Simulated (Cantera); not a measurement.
Charge: 1 mol B₂O₃, 12 mol H₂, 4.3 mol N₂, held at 2398.15 K and 0.133 bar.

These are equilibrium values from Cantera (NASA tables, ideal gas, pure condensed phases), not measurements of a reactor. Candidate condensed phases: B, BN, B₂O₃, B₃O₃H₃, H₂O; 39 gas species. Rates play no part.

Base state: H₂ 0.618, N₂ 0.242, H 0.0339, HBO 0.0302, HBO₂ 0.0301, BO 0.0173, B₂O₃ 0.0149, H₂O 0.0108 (mole fractions); condensed: gas only.

**Question.** What changes in the equilibrium state with this change: temperature from 2398.15 K to 1373 K?

**Answer.** 
```
species         before     after
------------  --------  --------
H₂               0.618     0.734
N₂               0.242     0.263
H₂O             0.0108   0.00198
H               0.0339   7.81e-6
HBO             0.0302   7.34e-5
BO              0.0173   2.48e-8
B₂O₃            0.0149   9.39e-6
HBO₂            0.0301  0.000858
BO₂           0.000365     <1e-9
OH            0.000109     <1e-9
BN(s), mol           0    0.0258
B₂O₃(l), mol         0     0.979
```
N₂ is the only nitrogen source here; it is nearly inert below about 1500 K, so the nitride shown seldom forms there in practice. Mutual solubility and eutectic melting of coexisting phases are not modelled. Gases not in the tables: H₃BO₃.
